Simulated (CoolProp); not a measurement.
Vapour-liquid equilibrium of propane (1) + cyclopropane (2) at 320.6 K; x and y are mole fractions of (1).

The numbers come from the multi-fluid Helmholtz-energy mixture model, Lemmon 2009 and Polt 1992; pair parameters Bell 2016 in CoolProp. This equation is an older, rougher fit; its heat capacities, sound speeds and derivatives of the liquid may be far off and weren't checked against measurements.

| x | bubble pressure, mixture model (bar) | bubble pressure, Raoult's law (bar) | y, mixture model | y, Raoult's law |
|---|---|---|---|---|
| 0.05 | 13.03 | 12.88 | 0.068 | 0.063 |
| 0.125 | 13.50 | 13.14 | 0.163 | 0.154 |
| 0.2 | 13.93 | 13.40 | 0.250 | 0.242 |
| 0.275 | 14.32 | 13.67 | 0.331 | 0.326 |
| 0.35 | 14.68 | 13.93 | 0.407 | 0.407 |
| 0.425 | 15.00 | 14.19 | 0.478 | 0.485 |
| 0.5 | 15.29 | 14.45 | 0.547 | 0.560 |
| 0.575 | 15.55 | 14.72 | 0.614 | 0.633 |
| 0.65 | 15.76 | 14.98 | 0.679 | 0.703 |
| 0.725 | 15.94 | 15.24 | 0.745 | 0.771 |
| 0.8 | 16.07 | 15.50 | 0.811 | 0.836 |
| 0.875 | 16.16 | 15.77 | 0.879 | 0.899 |
| 0.95 | 16.21 | 16.03 | 0.950 | 0.960 |

The largest gap from Raoult's law is +5.8 % in bubble pressure, at x = 0.5. No azeotrope shows between x = 0.05 and 0.95.

Pair parameters are fitted to limited data, so mixtures are less certain than the pure fluids.
